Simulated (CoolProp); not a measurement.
Vapour-liquid equilibrium of carbon dioxide (1) + sulfur dioxide (2) at -9.75 °C; x and y are mole fractions of (1).

Model: multi-fluid Helmholtz-energy mixture model, Span 1996 and Gao 2016; pair parameters Bell 2016, in CoolProp.

Task: Give the bubble pressure and the first vapour's composition at x = 0.05, 0.8, 0.95. Is there an azeotrope?

Result: x = 0.05: 0.2562 MPa, y = 0.607; x = 0.8: 2.123 MPa, y = 0.978; x = 0.95: 2.511 MPa, y = 0.994. No azeotrope shows between x = 0.05 and 0.95.

The pair parameters rest on a limited set of measurements; away from them the model extrapolates. The gap from Raoult's law changes sign with composition, which may be real or a fault of the pair parameters; it wasn't checked against measurements.
